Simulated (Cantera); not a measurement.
An adiabatic, constant-pressure homogeneous reactor starts with 21.3 % H2, 16.6 % O2, 62.1 % N2, equivalence ratio 0.64, at 1373 K and 29.0 bar.

Computed with Cantera and the H2/O2 subset of GRI-Mech 3.0, which has no nitrogen chemistry. The hydrogen kinetics of GRI-Mech 3.0 are dated; newer H2 mechanisms differ, most at raised pressure. The pressure lies above the range GRI-Mech 3.0 was tuned for (to about 10 atm).

Question: Predict: time of steepest temperature rise; temperature at 0.300 s; equilibrium temperature; x(H2) at 0.300 s; x(O2) at 0.300 s; x(H) at 0.300 s; x(HO2) at 0.300 s; x(H2O) at 0.300 s; x(O) at 0.300 s; x(OH) at 0.300 s.

Answer: 
```
Quantity                                                              Result
---------------------------------  -----------------------------------------
time of steepest temperature rise                                    5.22 µs
temperature at 0.300 s                                                2767 K
equilibrium temperature                                               2767 K
x(H2) at 0.300 s                     0.00323 (gas-phase equilibrium 0.00323)
x(O2) at 0.300 s                       0.0625 (gas-phase equilibrium 0.0625)
x(H) at 0.300 s                    0.000772 (gas-phase equilibrium 0.000772)
x(HO2) at 0.300 s                    3.76e-5 (gas-phase equilibrium 3.76e-5)
x(H2O) at 0.300 s                        0.226 (gas-phase equilibrium 0.226)
x(O) at 0.300 s                      0.00222 (gas-phase equilibrium 0.00222)
x(OH) at 0.300 s                       0.0147 (gas-phase equilibrium 0.0147)
```
